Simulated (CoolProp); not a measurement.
Vapour pressure (MPa) of acetone: the reference equation beside estimates from Tc = 235.0 °C, pc = 4.692 MPa, ω = 0.307. Clausius-Clapeyron is anchored at 90.65 °C with a constant enthalpy of vaporisation of 26.76 kJ/mol.

The numbers come from the reference Helmholtz-energy equation of state, Lemmon 2006 in CoolProp. It is a short technical equation, of lower accuracy than the large ones.

```tsv
T (°C)	reference	Clausius-Clapeyron	Redlich-Kwong	Soave-Redlich-Kwong
76.15	0.1924	0.2014	0.3516	0.1913
83.35	0.2373	0.2426	0.4184	0.2369
90.65	0.2908	0.2908	0.4951	0.2913
97.95	0.3531	0.3460	0.5813	0.3549
105.15	0.4241	0.4081	0.6763	0.4276
112.45	0.5069	0.4795	0.7833	0.5124
119.65	0.6000	[?]	0.9000	0.6080
126.95	0.7071	0.6488	1.030	0.7182
134.15	0.8265	0.7480	1.171	0.8410
141.45	0.9624	0.8596	1.326	0.9809
148.65	1.112	0.9814	1.493	1.135
155.95	1.282	[?]	1.676	1.310
163.15	1.467	1.265	1.870	1.500
170.45	1.676	[?]	2.083	1.714
177.65	[?]	1.603	2.308	1.946
```

Problem. Complete the blanks.

Solution. 
- 119.65, Clausius-Clapeyron: 0.5587
- 155.95, Clausius-Clapeyron: 1.117
- 170.45, Clausius-Clapeyron: 1.428
- 177.65, reference: 1.902

Absolute difference from the reference over all 15 rows, mean and median: Clausius-Clapeyron 8.2 and 8.2 %, Redlich-Kwong 48.1 and 45.7 %, Soave-Redlich-Kwong 1.4 and 1.6 %.
